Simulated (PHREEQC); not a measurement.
A solution holds 0.25 mol/kgw NaHCO3 and 0.11 mol/kgw Na2SO4, at 25 °C. Closed to the air; pH follows from the charge balance.

Computed with PHREEQC (ion-association model, phreeqc.dat).

Precipitation was switched off in this run.

Task: Estimate the pH, activity of water.

Result: pH 7.78; activity of water 0.987.

Task: In which forms is C present?

Result: HCO3- 87 %, NaHCO3 8.9 %, CO2 2.0 %, NaCO3- 1.3 %, CO3-2 0.7 % of the C.
